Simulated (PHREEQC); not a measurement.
**Cooling-tower water (model solution)**

Synthetic water in mmol/kgw, 4.5 °C, pH 6.42, pe 10.1: Na 7.99; K 1.96; Ca 6.51; Mg 0.27; Cl 4.3; S(6) 1.33; Alkalinity (meq/kgw) 16.1; Li 0.00677; Zn 0.0118.

Na is adjusted to close the charge balance.
Valence states are taken as typed.

Computed with PHREEQC (ion-association model, phreeqc.dat).

This is a speciation only: nothing precipitates in the calculation.

Task: Predict the ionic strength, specific conductance.

Result: ionic strength 0.0291 mol/kgw; specific conductance 1210 µS/cm.

Task: In which forms is C present?

Result: CO2 51 %, HCO3- 47 %, CaHCO3+ 1.2 % of the C.

At this temperature some constants are extrapolated from 25 °C, and those without enthalpy data are left unchanged. The database's zinc carbonate complexes are estimates, stronger than later reviews accept.
